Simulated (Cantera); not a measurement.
An adiabatic, constant-volume homogeneous reactor starts with CH₄ : H₂ : O₂ : N₂ = 1 : 0.13 : 2.61 : 9.83 (molar parts), at 1198 K and 20.0 bar.

Detailed kinetics in Cantera: GRI-Mech 3.0 (53 species, 325 reactions). The pressure lies above the range GRI-Mech 3.0 was tuned for (to about 10 atm).

Question: Predict: time of steepest temperature rise; temperature at 0.100 s; equilibrium temperature; x(H₂) at 0.100 s; x(O₂) at 0.100 s; x(H₂O₂) at 0.100 s; x(NO₂) at 0.100 s.

Answer: 
| Quantity | Value |
|---|---|
| time of steepest temperature rise | 0.605 ms |
| temperature at 0.100 s | 2891 K |
| equilibrium temperature | 2891 K |
| x(H₂) at 0.100 s | 0.00345 (gas-phase equilibrium 0.00345) |
| x(O₂) at 0.100 s | 0.0349 (gas-phase equilibrium 0.0349) |
| x(H₂O₂) at 0.100 s | 2.77e-6 (gas-phase equilibrium 2.77e-6) |
| x(NO₂) at 0.100 s | 2.88e-5 (gas-phase equilibrium 2.88e-5) |
